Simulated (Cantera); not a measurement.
SiH₄ + HCl + H₂ (silicon epitaxy and polysilicon growth)

A closed system holds: 1 mol SiH₄, 0.49 mol HCl, 3 mol H₂, at 0.0133 bar.

Equilibrium computed with Cantera from the NASA thermochemical tables; the gas is ideal and each condensed phase is pure. Candidate condensed phases: Si; 19 gas species. The tables' values for SiCl₃, SiCl are old estimates; treat these amounts as uncertain. Gases not in the tables: Si₂H₆ and higher silanes. Equilibrium is a limit: real reactors are often held back by kinetics, nucleation or transport.

| T (°C) | x H₂ | x HCl | x SiCl₂ | x SiCl₄ | x SiHCl₃ | n Si(s) | n Si(l) |
|---|---|---|---|---|---|---|---|
| 752 | 0.957 | 0.0253 | 0.00119 | 0.0121 | 0.00394 | 0.902 | 0 |
| 827 | 0.945 | 0.0395 | 0.00337 | 0.00784 | 0.00277 | 0.916 | 0 |
| 902 | 0.934 | 0.0526 | 0.00676 | 0.00357 | 0.00149 | 0.926 | 0 |
| 977 | 0.927 | 0.0600 | 0.00976 | 0.00110 | 0.000604 | 0.930 | 0 |
| 1052 | 0.925 | 0.0623 | 0.0115 | 0.000280 | 0.000213 | 0.930 | 0 |
| 1127 | 0.924 | 0.0624 | 0.0124 | 7.35e-5 | 7.70e-5 | 0.928 | 0 |
| 1202 | 0.924 | 0.0620 | 0.0131 | 2.13e-5 | 3.00e-5 | 0.926 | 0 |
| 1277 | 0.924 | 0.0614 | 0.0136 | 6.86e-6 | 1.27e-5 | 0.924 | 0 |
| 1352 | 0.924 | 0.0608 | 0.0140 | 2.45e-6 | 5.80e-6 | 0.922 | 0 |
| 1427 | 0.924 | 0.0605 | 0.0142 | 9.54e-7 | 2.82e-6 | 0 | 0.921 |
x: gas mole fraction; n: condensed amount in mol.

From 752 °C to 1352 °C the condensed part is Si(s). At 1427 °C the condensed part is Si(l). The main Si-bearing gas is SiCl₄ at 752 °C and SiCl₂ at 1427 °C.
